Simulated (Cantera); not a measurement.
Charge: 1 mol Fe(CO)₅, 3.4 mol N₂, at 6.70 mbar.

Equilibrium computed with Cantera from the NASA thermochemical tables; the gas is ideal and each condensed phase is pure. Candidate condensed phases: C, Fe, Fe(CO)₅, FeO, Fe₂O₃, Fe₃O₄; 27 gas species. Condensed phases not in the tables: cementite and carbon dissolved in iron. Equilibrium is a limit: real reactors are often held back by kinetics, nucleation or transport.

log p: log10 of the partial pressure in bar; n: condensed amount in mol.

```
T (°C)  log p CO  log p N₂  log p CO₂  log p Fe  log p C₂N₂  log p CN  n C(graphite)  n Fe(α)  n Fe(γ)
------  --------  --------  ---------  --------  ----------  --------  -------------  -------  -------
527        -2.54     -2.52      -3.09      <-14        <-14      <-14            ___     1.00        0
602        -2.42     -2.56      -3.82      <-14        <-14      <-14            ___     1.00        0
677        -2.40     -2.57      -4.58      <-14        <-14      <-14            ___     1.00        0
752        -2.40     -2.57      -5.26    -13.31        <-14      <-14            ___     1.00        0
827        -2.40     -2.57      -5.85    -11.90        <-14      <-14            ___     1.00        0
902        -2.40     -2.57      -6.37    -10.68      -14.04      <-14            ___     1.00        0
977        -2.40     -2.57      -6.82     -9.61      -13.20      <-14              0        0     1.00
1052       -2.40     -2.57      -7.21     -8.66      -12.46    -13.34              0        0    1.000
1127       -2.40     -2.57      -7.56     -7.81      -11.80    -12.41              0        0    1.000
1202       -2.40     -2.57      -7.88     -7.06      -11.21    -11.58              0        0    1.000
1277       -2.40     -2.57      -8.16     -6.38      -10.68    -10.83              0        0    0.999
```

**Question.** Some entries are withheld; supply them.

**Answer.** 
- 527, n C(graphite): 0.902
- 602, n C(graphite): 0.188
- 677, n C(graphite): 0.0326
- 752, n C(graphite): 0.00683
- 827, n C(graphite): 0.00176
- 902, n C(graphite): 0.000540
